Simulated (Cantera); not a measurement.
Feed: 1 mol SiH2Cl2, 18 mol N2, equilibrated at 1675 °C and 1.60 mbar.

Method: chemical equilibrium by Gibbs-energy minimisation in Cantera with the NASA 1993 tables (ideal gas, pure condensed phases). Candidate condensed phases: NH4Cl, Si, Si3N4; 28 gas species. The tables' values for SiCl, SiN, SiCl3 are old estimates; treat these amounts as uncertain. Rates play no part.

Base state: N2 0.885, SiCl2 0.0345, H2 0.0344, HCl 0.0241, Si 0.0116, H 0.00524, Cl 0.00275, SiCl 0.00232 (mole fractions); condensed: gas only.

### Question
What changes in the equilibrium state with this change: temperature from 1675 °C to 1050 °C?

### Answer
| species | before | after |
|---|---|---|
| N2 | 0.885 | 0.900 |
| HCl | 0.0241 | 0.0741 |
| H2 | 0.0344 | 0.0144 |
| SiCl2 | 0.0345 | 0.00763 |
| Si | 0.0116 | <1e-9 |
| Si2N | 0.000143 | <1e-9 |
| SiN | 0.000129 | <1e-9 |
| Si2 | 8.46e-5 | <1e-9 |
| Si3N4(s), mol | 0 | 0.259 |
N2 is the only nitrogen source here; it is nearly inert below about 1500 K, so the nitride shown seldom forms there in practice. The tables' values for SiCl3 are old estimates; treat these amounts as uncertain.
